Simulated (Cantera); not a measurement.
An adiabatic, constant-volume homogeneous reactor starts with CH4 : O2 : N2 = 1 : 1.11 : 4.18 (molar parts), at 1748 K and 600000 Pa.

Computed with Cantera and GRI-Mech 3.0 (53 species, 325 reactions). Above 3000 K some thermodynamic fits are extrapolated.

Q: Predict: time of steepest temperature rise; temperature at 1.00 s; equilibrium temperature; x(O2) at 1.00 s; x(HCO) at 1.00 s; x(CH2O) at 1.00 s; x(NO) at 1.00 s; x(N2O) at 1.00 s.

A: 
```json
{
 "time_of_steepest_temperature_rise": "38.0 µs",
 "temperature at 1.00 s": "3069 K",
 "equilibrium_temperature": "3069 K",
 "x(O2) at 1.00 s": "0.000337 (gas-phase equilibrium 0.000337)",
 "x(HCO) at 1.00 s": "2.03e-6 (gas-phase equilibrium 2.03e-6)",
 "x(CH2O) at 1.00 s": "7.22e-8 (gas-phase equilibrium 7.22e-8)",
 "x(NO) at 1.00 s": "0.00177 (gas-phase equilibrium 0.00177)",
 "x(N2O) at 1.00 s": "3.00e-7 (gas-phase equilibrium 3.00e-7)"
}
```
